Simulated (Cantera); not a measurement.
A diamond (100) surface in a fixed gas of H2 with x(CH4) = 0.0028, x(H) = 0.00042, at 1275 K, 45.8 Torr; coverages are run to steady state.

Computed with Cantera and the Harris–Goodwin 1993 mechanism for the reconstructed diamond (100) surface.

θ: site fractions in the mechanism's names (c6HH fully hydrogenated, c6H* and c6*H radical sites, c6** diradical, c6HM methylated).

| x(CH3) | growth (µm/h) | θ c6HH | θ c6H* | θ c6*H | θ c6** | θ c6HM |
|---|---|---|---|---|---|---|
| 1e-06 | 0.00325 | 0.484 | 0.0410 | 0.458 | 0.0174 | 3.35e-6 |
| 2.5e-06 | 0.00812 | 0.484 | 0.0410 | 0.458 | 0.0174 | 8.36e-6 |
| 6.2e-06 | … | 0.484 | 0.0410 | 0.458 | 0.0174 | … |
| 1.5e-05 | 0.0486 | 0.484 | 0.0410 | 0.457 | 0.0173 | 5.01e-5 |
| 3.9e-05 | 0.126 | 0.484 | 0.0410 | 0.457 | 0.0172 | 0.000130 |
| 9.6e-05 | 0.305 | 0.483 | 0.0410 | 0.457 | 0.0170 | 0.000319 |
| 0.00024 | 0.741 | 0.482 | 0.0409 | 0.456 | 0.0164 | 0.000790 |
| 0.0006 | 1.72 | 0.480 | 0.0406 | 0.453 | 0.0152 | 0.00193 |
| 0.0015 | … | 0.476 | 0.0402 | 0.448 | … | … |

Fill in the missing entries.


- 6.2e-06, growth (µm/h): 0.0201
- 6.2e-06, θ c6HM: 2.07e-5
- 0.0015, growth (µm/h): 3.68
- 0.0015, θ c6**: 0.0127
- 0.0015, θ c6HM: 0.00463
